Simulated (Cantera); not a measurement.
## Adiabatic ignition

An adiabatic, constant-volume homogeneous reactor starts with CH₄ : CO : O₂ : N₂ = 1 : 0.79 : 1.2 : 4.5 (molar parts), equivalence ratio 2.0, at 1400 K and 1000000 Pa.

Detailed kinetics in Cantera: GRI-Mech 3.0 (53 species, 325 reactions).

| t (s) | T (K) | P (bar) | x CH₄ | x CO | x O₂ | x H₂ | x H₂O | x H₂O₂ |
|---|---|---|---|---|---|---|---|---|
| 3.00e-6 | 1400 | 10.00 | 0.134 | 0.105 | 0.160 | 1.01e-7 | 7.21e-7 | 2.48e-8 |
| 8.42e-6 | 1400 | 10.0 | 0.134 | 0.105 | 0.160 | 4.59e-7 | 3.38e-6 | 6.60e-8 |
| 2.36e-5 | 1400 | 10.0 | 0.133 | 0.105 | 0.160 | 2.69e-6 | 1.73e-5 | 9.06e-8 |
| 6.62e-5 | 1401 | 10.0 | 0.133 | 0.105 | 0.160 | 1.72e-5 | 9.28e-5 | 1.37e-7 |
| 0.000186 | 1404 | 10.0 | 0.133 | 0.105 | 0.160 | 8.73e-5 | 0.000422 | 2.75e-7 |
| 0.000521 | 1423 | 10.2 | 0.130 | 0.105 | 0.158 | 0.000586 | 0.00244 | 9.27e-7 |
| 0.00146 | 2862 | 22.7 | 7.09e-10 | 0.182 | 5.49e-5 | 0.103 | 0.132 | 6.49e-8 |
| 0.00410 | 2862 | 22.7 | 7.09e-10 | 0.182 | 5.49e-5 | 0.103 | 0.132 | 6.49e-8 |
| 0.0115 | 2862 | 22.7 | 7.09e-10 | 0.182 | 5.49e-5 | 0.103 | 0.132 | 6.49e-8 |
| 0.0323 | 2862 | 22.7 | 7.09e-10 | 0.182 | 5.49e-5 | 0.103 | 0.132 | 6.49e-8 |
| 0.0906 | 2862 | 22.7 | 7.09e-10 | 0.182 | 5.49e-5 | 0.103 | 0.132 | 6.49e-8 |
| 0.254 | 2862 | 22.7 | 7.09e-10 | 0.182 | 5.49e-5 | 0.103 | 0.132 | 6.49e-8 |
| 0.713 | 2862 | 22.7 | 7.09e-10 | 0.182 | 5.49e-5 | 0.103 | 0.132 | 6.49e-8 |
| 2.00 | 2862 | 22.7 | 7.09e-10 | 0.182 | 5.49e-5 | 0.103 | 0.132 | 6.49e-8 |
x: mole fraction; the columns are a selection and need not sum to one.

The time of steepest temperature rise comes out as 0.962 ms and the temperature at 2.00 s is 2862 K. The equilibrium temperature is 2862 K. The x(CH₄) at 2.00 s comes out as 7.09e-10 (gas-phase equilibrium 7.91e-10), the x(CO) at 2.00 s comes out as 0.182 (gas-phase equilibrium 0.182) and the x(O₂) at 2.00 s is 5.49e-5 (gas-phase equilibrium 5.49e-5).
